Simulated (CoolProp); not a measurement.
Model: reference Helmholtz-energy equation of state, Lemmon 2006, in CoolProp. It is a short technical equation, of lower accuracy than the large ones.

### Question
For C2F6 (R116), give the phase and the cv (kJ/(kg K)), Joule-Thomson coefficient (K/MPa), conductivity (mW/(m K)) at 41.55 °C and 0.379 MPa; 78.25 °C and 0.379 MPa; 151.85 °C and 0.379 MPa.

### Answer
- 41.55 °C and 0.379 MPa: gas; cv 0.741, Joule-Thomson coefficient 7.33, conductivity 16.2
- 78.25 °C and 0.379 MPa: gas; cv 0.792, Joule-Thomson coefficient 5.39, conductivity 19.0
- 151.85 °C and 0.379 MPa: gas; cv 0.879, Joule-Thomson coefficient 3.26, conductivity 24.8

Thermal conductivity comes from a separate model (Huber 2003), an estimate that may be off by 10 % or more.
